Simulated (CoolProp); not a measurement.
A simple Rankine cycle with n-heptane: condensing at 331.15 K, boiler at 0.248 MPa, turbine inlet 445.3 K, turbine efficiency 0.75, pump efficiency 0.6, no recuperator. Each further row changes one setting.

The numbers come from the reference Helmholtz-energy equation of state, Span 2003 in CoolProp. It is a short technical equation, of lower accuracy than the large ones.

```json
[
 {"case": "as stated", "thermal efficiency (%)": "10.1", "net work (kJ/kg)": "57.4", "heat in (kJ/kg)": "571", "turbine exit temperature (K)": "415.8", "volume ratio over the turbine": "9.48"},
 {"case": "turbine inlet 465.3 K", "thermal efficiency (%)": "9.8", "net work (kJ/kg)": "60.5", "heat in (kJ/kg)": "619", "turbine exit temperature (K)": "435.9", "volume ratio over the turbine": "9.42"},
 {"case": "condensing temperature 323.15 K", "thermal efficiency (%)": "11.1", "net work (kJ/kg)": "65.4", "heat in (kJ/kg)": "590", "turbine exit temperature (K)": "412.0", "volume ratio over the turbine": "12.9"},
 {"case": "boiler pressure 0.174 MPa", "thermal efficiency (%)": "8.6", "net work (kJ/kg)": "49.3", "heat in (kJ/kg)": "574", "turbine exit temperature (K)": "420.9", "volume ratio over the turbine": "6.59"},
 {"case": "turbine efficiency 0.65", "thermal efficiency (%)": "8.7", "net work (kJ/kg)": "49.7", "heat in (kJ/kg)": "571", "turbine exit temperature (K)": "419.3", "volume ratio over the turbine": "9.56"}
]
```
